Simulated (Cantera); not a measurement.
## Premixed flame

A freely propagating, adiabatic, planar premixed flame of CH4 : C2H6 : O2 : N2 = 1 : 1.1 : 5.32 : 25.5 (molar parts), unburnt at 500 K and 1.68 atm; multicomponent+Soret transport, grid criteria slope 0.08 and curve 0.16, no radiation.

Cantera simulation using GRI-Mech 3.0 (53 species, 325 reactions); the numbers are that mechanism's predictions, not measurements. Burning velocities carry a grid error of a few per cent, more on coarse grids.

```json
[
 {"z (mm)": "-0.863", "T (K)": "500", "u (m/s)": "0.557", "x CH4": "0.0303", "x C2H6": "0.0334", "x O2": "0.161", "x H": "<1e-8", "x O": "<1e-8", "x CH2O": "1.41e-7"},
 {"z (mm)": "-0.576", "T (K)": "503", "u (m/s)": "0.561", "x CH4": "0.0302", "x C2H6": "0.0334", "x O2": "0.161", "x H": "<1e-8", "x O": "<1e-8", "x CH2O": "2.71e-6"},
 {"z (mm)": "-0.432", "T (K)": "515", "u (m/s)": "0.575", "x CH4": "0.0297", "x C2H6": "0.0333", "x O2": "0.160", "x H": "<1e-8", "x O": "<1e-8", "x CH2O": "1.64e-5"},
 {"z (mm)": "-0.288", "T (K)": "589", "u (m/s)": "0.662", "x CH4": "0.0277", "x C2H6": "0.0324", "x O2": "0.154", "x H": "<1e-8", "x O": "<1e-8", "x CH2O": "0.000152"},
 {"z (mm)": "-0.144", "T (K)": "975", "u (m/s)": "1.12", "x CH4": "0.0205", "x C2H6": "0.0225", "x O2": "0.120", "x H": "1.31e-5", "x O": "8.82e-7", "x CH2O": "0.00122"},
 {"z (mm)": "-0.0720", "T (K)": "1355", "u (m/s)": "1.57", "x CH4": "0.0130", "x C2H6": "0.00914", "x O2": "0.0822", "x H": "0.000232", "x O": "2.83e-5", "x CH2O": "0.00142"},
 {"z (mm)": "0", "T (K)": "1713", "u (m/s)": "2.01", "x CH4": "0.00393", "x C2H6": "0.000454", "x O2": "0.0407", "x H": "0.00215", "x O": "0.000425", "x CH2O": "0.000482"},
 {"z (mm)": "0.0720", "T (K)": "1860", "u (m/s)": "2.18", "x CH4": "0.000302", "x C2H6": "7.73e-7", "x O2": "0.0182", "x H": "0.00488", "x O": "0.00144", "x CH2O": "5.56e-5"},
 {"z (mm)": "0.144", "T (K)": "1906", "u (m/s)": "2.23", "x CH4": "1.11e-5", "x C2H6": "<1e-8", "x O2": "0.0109", "x H": "0.00582", "x O": "0.00179", "x CH2O": "2.38e-6"},
 {"z (mm)": "0.288", "T (K)": "1957", "u (m/s)": "2.28", "x CH4": "2.22e-8", "x C2H6": "<1e-8", "x O2": "0.00714", "x H": "0.00538", "x O": "0.00153", "x CH2O": "<1e-8"},
 {"z (mm)": "0.576", "T (K)": "2014", "u (m/s)": "2.34", "x CH4": "<1e-8", "x C2H6": "<1e-8", "x O2": "0.00491", "x H": "0.00395", "x O": "0.00101", "x CH2O": "<1e-8"},
 {"z (mm)": "1.15", "T (K)": "2067", "u (m/s)": "2.39", "x CH4": "<1e-8", "x C2H6": "<1e-8", "x O2": "0.00301", "x H": "0.00250", "x O": "0.000548", "x CH2O": "<1e-8"},
 {"z (mm)": "2.30", "T (K)": "2107", "u (m/s)": "2.43", "x CH4": "<1e-8", "x C2H6": "<1e-8", "x O2": "0.00153", "x H": "0.00147", "x O": "0.000247", "x CH2O": "<1e-8"}
]
```
x: mole fraction of selected species; z is measured from the peak of heat release.

The laminar burning velocity comes out as 55.6 cm/s, the thermal thickness comes out as 0.288 mm and the peak x(H) is 0.00586. The peak x(O) is 0.00180 and the peak x(CH2O) comes out as 0.00154. The grid points is 145.
